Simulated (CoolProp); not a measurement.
Vapour-liquid equilibrium of isobutane (1) + n-butane (2) at 17.7 bar; x and y are mole fractions of (1).

The numbers come from the multi-fluid Helmholtz-energy mixture model, Bücker 2006 and Bücker 2006; pair parameters Kunz 2012 in CoolProp.

| x | bubble temperature (K) | y at the bubble point | dew temperature at overall composition x (K) | liquid density (mol/L) |
|---|---|---|---|---|
| 0.05 | 380.2 | 0.058 | 380.3 | 7.778 |
| 0.15 | ? | ? | 379.1 | 7.766 |
| 0.25 | 377.4 | 0.281 | 377.8 | 7.752 |
| 0.35 | 376.0 | 0.387 | 376.5 | 7.738 |
| 0.45 | 374.6 | 0.490 | ? | 7.722 |
| 0.55 | 373.2 | ? | 373.8 | 7.706 |
| 0.65 | 371.8 | 0.687 | 372.4 | 7.688 |
| 0.75 | 370.5 | 0.780 | ? | ? |
| 0.85 | 369.1 | 0.870 | 369.4 | 7.652 |
| 0.95 | 367.7 | 0.958 | 367.8 | 7.633 |

Fill in the missing entries.


- 0.15, bubble temperature (K): 378.8
- 0.15, y at the bubble point: 0.171
- 0.45, dew temperature at overall composition x (K): 375.1
- 0.55, y at the bubble point: 0.590
- 0.75, dew temperature at overall composition x (K): 370.9
- 0.75, liquid density (mol/L): 7.670

No azeotrope shows between x = 0.05 and 0.95.

Pair parameters are fitted to limited data, so mixtures are less certain than the pure fluids.
